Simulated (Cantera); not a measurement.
Mixture: H₂ : O₂ : N₂ : H₂O = 1 : 0.5 : 2.35 : 0.44 (molar parts), at 100000 Pa, adiabatic and at constant pressure. Ignition delay is the time to a rise of 400 K.

Cantera simulation using GRI-Mech 3.0 (53 species, 325 reactions); the numbers are that mechanism's predictions, not measurements. Where the delays flatten at high temperature, the 400 K rule measures the pace of heat release, not the induction time.

Question: What does this change do: 0.032 parts NO added?

Answer: 
```tsv
quantity	before	after
delay at 1123 K	0.124 ms	97.8 µs
delay at 1173 K	81.2 µs	72.1 µs
delay at 1223 K	59.4 µs	55.6 µs
delay at 1273 K	46.4 µs	44.6 µs
delay at 1323 K	38.1 µs	37.1 µs
delay at 1373 K	32.6 µs	31.9 µs
```
The mechanism lacks 2 NO + O2 → 2 NO2 and HONO, so NO2 and the effect of NO are under-described below about 1400 K.
